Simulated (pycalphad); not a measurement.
# Effect of Cu content in Si-Cu

All values are pycalphad results on the COST 507 light-alloy database (1999) (1 atm), not direct measurements. The data set is of 1999 and partly superseded. Amounts are mole fractions of atoms.

### Question
One of these alloys has its liquidus at 1655 K, its solidus at 1074 K, and holds diamond (Si) 0.92, CU19SI6_ETA 0.08 at 1070 K. Which?
A) Si-36.3Cu (at.%)
B) Si-12.1Cu (at.%)
C) Si-96.8Cu (at.%)
D) Si-6.05Cu (at.%)
E) Si-72.6Cu (at.%)
F) Si-24.2Cu (at.%)

### Answer
D, Si-6.05Cu (at.%). The others: Si-12.1Cu (at.%), liquidus 1618, solidus 1074; Si-24.2Cu (at.%), liquidus 1535, solidus 1074; Si-36.3Cu (at.%), liquidus 1448, solidus 1074; Si-72.6Cu (at.%), liquidus 1115, solidus 1074; Si-96.8Cu (at.%), liquidus 1329, solidus 1292

Database names, with the compositions (at.%) that they take in these runs: CU19SI6_ETA: Cu 76 Si 24.
